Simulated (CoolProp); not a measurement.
Fluorine at 293.15 K and 8.99 MPa is throttled through a valve to 6.15 MPa with no heat exchange. Each further row changes one setting.

Model: reference Helmholtz-energy equation of state, de Reuck 1990, in CoolProp.

| case | temperature change (K) | final phase | final density (kg/m³) |
|---|---|---|---|
| as stated | -4.7 | supercritical | 100 |
| outlet pressure 1.84 MPa | -13.0 | gas | 30.3 |
| outlet pressure 8 MPa | -1.6 | supercritical | 129 |
